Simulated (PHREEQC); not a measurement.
## City or well water: an equilibrium model

Synthetic water in mg/kgw, 20 °C, pH 6.85, pe 11.3:

```tsv
constituent	mg/kgw
Na	8.23
K	0.0107
Ca	20.9
Mg	1.44
Cl	30.1
S(6) as SO4	9.78
Alkalinity as HCO3	30
N(5) as NO3	0.151
Zn	0.494
```

Cl is adjusted to close the charge balance.
Valence states are taken as typed.

All values are PHREEQC results (ion-association model, phreeqc.dat), not measurements.

The ionic strength comes out as 0.00219 mol/kgw and the specific conductance comes out as 157 µS/cm.

```csv
species,molality,activity,log γ
Cl-,0.000837,0.000795,-0.022
Ca+2,0.000513,0.000420,-0.088
HCO3-,0.000488,0.000464,-0.022
Na+,0.000358,0.000340,-0.022
CO2,0.000158,0.000158,0.000
SO4-2,9.52e-5,7.78e-5,-0.088
```

This is a speciation only: nothing precipitates in the calculation. Species that the database lacks are ignored.
